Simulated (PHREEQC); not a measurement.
Solution (40 °C and 50 atm): 0.022 mol/kgw CdCl2, 0.0046 mol/kgw CuCl2 and 0.046 mol/kgw H2SO4. Closed to the air; pH follows from the charge balance.

Computed with PHREEQC (ion-association model, phreeqc.dat).

| quantity | before | after |
|---|---|---|
| pH | 1.30 | 1.56 |
| ionic strength (mol/kgw) | 0.115 | 0.0850 |
| Cl- (mol/kgw) | 0.0404 | 0.0395 |
| HSO4- (mol/kgw) | 0.0311 | 0.0126 |
| SO4-2 (mol/kgw) | 0.0106 | 0.00707 |
| Cu+2 (mol/kgw) | 0.00335 | 0.00347 |

Which change was made?
A) temperature from 40 to 35 °C
B) temperature from 40 to 50 °C
C) H2SO4 from 0.046 to 0.023 mol/kgw
D) diluted 10-fold with water
E) 0.016 mol/kgw KOH added

C, H2SO4 from 0.046 to 0.023 mol/kgw

Precipitation was switched off in this run. Under pressure, the constants of complexes without a molar volume in the database are unreliable. At this temperature some constants are extrapolated from 25 °C, and those without enthalpy data are left unchanged.
